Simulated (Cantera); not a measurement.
Input: 1 mol PbS, 6.6 mol H2, held at 1875 °C and 0.000680 bar.

Cantera equilibrium calculation (NASA polynomials, part measured and part estimated; ideal gas, pure solids and liquids). Candidate condensed phases: Pb, PbS, S; 10 gas species. Rates play no part.

Base state: H2 0.672, H 0.131, Pb 0.108, S 0.0467, S2 0.0241, SH 0.0124, PbS 0.00436, H2S 0.00110 (mole fractions); condensed: gas only.

Q: What changes in the equilibrium state with this change: pressure from 0.000680 bar to 0.0133 bar?

A: 
```
species   before    after
-------  -------  -------
H2         0.672    0.778
Pb         0.108    0.101
S2        0.0241   0.0333
H          0.131   0.0318
S         0.0467   0.0124
PbS      0.00436   0.0212
SH        0.0124   0.0156
H2S      0.00110  0.00665
```
